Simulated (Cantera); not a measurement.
An isothermal, constant-pressure homogeneous reactor starts with N2O : N2 = 1 : 5 (molar parts), at 1475 K and 1.01 bar. Integrator tolerance rtol = 1e-08.

Computed with Cantera and GRI-Mech 3.0 (53 species, 325 reactions). GRI-Mech 3.0 was tuned for natural gas; its chemistry of N2O as a main component is partial and can be far from experiment. The temperature is held fixed by assumption; the heat of reaction is taken as removed at once.

Problem. What does this change do: temperature 1475 to 1075 K?

Solution. 
```
quantity                                          before                                     after
---------------  ---------------------------------------  ----------------------------------------
x(N2O) at 200 s  2.73e-7 (gas-phase equilibrium 4.78e-8)   0.00107 (gas-phase equilibrium 3.71e-9)
x(NO) at 200 s   0.0265 (gas-phase equilibrium 0.000710)   0.00618 (gas-phase equilibrium 4.44e-5)
x(N2) at 200 s       0.910 (gas-phase equilibrium 0.923)       0.919 (gas-phase equilibrium 0.923)
x(O) at 200 s    7.25e-7 (gas-phase equilibrium 7.94e-7)  2.72e-9 (gas-phase equilibrium 3.64e-10)
x(NO2) at 200 s  8.47e-5 (gas-phase equilibrium 2.49e-6)   9.62e-5 (gas-phase equilibrium 8.92e-7)
x(O2) at 200 s     0.0636 (gas-phase equilibrium 0.0766)     0.0733 (gas-phase equilibrium 0.0769)
```
The mechanism lacks the step 2 NO + O2 → 2 NO2, which can matter for NO2 below about 1400 K.
